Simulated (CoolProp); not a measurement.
The numbers come from the reference Helmholtz-energy equation of state, Schroeder 2014 in CoolProp.

Question: Give the vapour pressure (MPa), vapour density (kg/m³), surface tension (mN/m), vapour viscosity (µPa s) of saturated ethanol at 332, 340.2, 364.9 K.

Answer: 
```csv
T (K),p (MPa),vapour density (kg/m³),surface tension (mN/m),vapour viscosity (µPa s)
332,0.0444,0.755,18.6,9.80
340.2,0.0636,1.06,17.8,10.0
364.9,0.168,2.67,15.4,10.8
```

Viscosity comes from a separate model (Kiselev 2005). Surface tension comes from a separate correlation (Mulero 2012).
